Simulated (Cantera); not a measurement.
A perfectly stirred reactor is fed with CH₄ : H₂ : O₂ : N₂ = 1 : 0.35 : 3.57 : 13.4 (molar parts), at 0.250 bar; it is adiabatic with a 700 K inlet, and is followed from long to short residence time, starting on the burning branch (τ in s: 0.31, 0.15, 0.07, 0.033, 0.016, 0.0075, 0.0036, 0.0017, 0.0008, 0.00038, 0.00018, 8.6e-05).

Detailed kinetics in Cantera: GRI-Mech 3.0 (53 species, 325 reactions).

One state of this run: T (K) = 1690; x CH₄ = 0.000283; x H₂ = 0.00679; x O₂ = 0.0820; x CO = 0.0145; x NO = 8.94e-6; x CH₂CO = 2.71e-8. x: mole fraction; the columns are a selection and need not sum to one.

**Question.** Which value of τ (s) does it belong to?
(A) 0.00080
(B) 0.00018
(C) 0.033
(D) 0.31

**Answer.** A, 0.00080
